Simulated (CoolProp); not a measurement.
Properties of ethylene along the isotherm 198.1 K (Tc = 282.4 K, pc = 50.42 bar, ω = 0.087).

Model: reference Helmholtz-energy equation of state, Smukala 2000, in CoolProp.

| p (bar) | phase | density (kg/m³) | fugacity coefficient |
|---|---|---|---|
| 25.2 | liquid | (withheld) | (withheld) |
| 50.4 | liquid | 531.3 | 0.08899 |
| 75.6 | liquid | 534.8 | 0.06430 |
| 101 | liquid | 538.1 | 0.05217 |
| 126 | liquid | 541.3 | (withheld) |
| 151 | liquid | (withheld) | (withheld) |
| 176 | liquid | 547.1 | 0.03788 |
| 202 | liquid | (withheld) | 0.03578 |
| 227 | liquid | 552.6 | 0.03440 |
| 252 | liquid | (withheld) | (withheld) |

Problem. Complete the blanks.

Solution. 
- 25.2, density (kg/m³): 527.6
- 25.2, fugacity coefficient: 0.1641
- 126, fugacity coefficient: 0.04525
- 151, density (kg/m³): 544.2
- 151, fugacity coefficient: 0.04084
- 202, density (kg/m³): 549.9
- 252, density (kg/m³): 555.1
- 252, fugacity coefficient: 0.03346
